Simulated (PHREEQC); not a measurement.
Dissolve 75 mmol/kgw NH4HF2, 24 mmol/kgw H2SiF6, 0.96 mmol/kgw H3PO4 and 5.9 mmol/kgw H2SO4 at 6.4 °C. Closed to the air; pH follows from the charge balance.

Model: ion-association model, wateq4f.dat, run in PHREEQC.

Each row changes one thing in this solution. This is a speciation only: nothing precipitates in the calculation.

```
case                                            pH  ionic strength (mol/kgw)  HF (mol/kgw)  H2F2 (mol/kgw)  F- (mol/kgw)  HF2- (mol/kgw)  SI of Quartz (SiO2)
--------------------------------------------  ----  ------------------------  ------------  --------------  ------------  --------------  -------------------
as made                                       2.29                     0.108        0.0720          0.0263        0.0173         0.00406                -8.31
0.0041 mol/kgw KOH added                      2.36                         ?        0.0705               ?        0.0199         0.00457                -8.40
NH4HF2 replaced by NH4F at the same molality  2.53                     0.105        0.0391         0.00774        0.0163         0.00207                -7.20
H2SO4 from 0.0059 to 0.0118 mol/kgw              ?                     0.114        0.0752          0.0287        0.0116               ?                -8.05
0.0057 mol/kgw NaCl added                     2.29                     0.113        0.0719          0.0263        0.0174         0.00406                -8.32
```

Question: Fill in the missing entries.

Answer: 
- 0.0041 mol/kgw KOH added, ionic strength (mol/kgw): 0.111
- 0.0041 mol/kgw KOH added, H2F2 (mol/kgw): 0.0252
- H2SO4 from 0.0059 to 0.0118 mol/kgw, pH: 2.09
- H2SO4 from 0.0059 to 0.0118 mol/kgw, HF2- (mol/kgw): 0.00285

Complexes and solids missing from the database can't appear. wateq4f.dat counts part of the HF as a dimer, H2F2, which phreeqc.dat doesn't know; its constant is uncertain. H3PO4, which wateq4f.dat lacks, is added to it with the constant of phreeqc.dat. Away from 25 °C the constants follow the database's enthalpies or fits; those with neither stay at their 25 °C values. SiF6-2 is the database's only silicon fluoride.
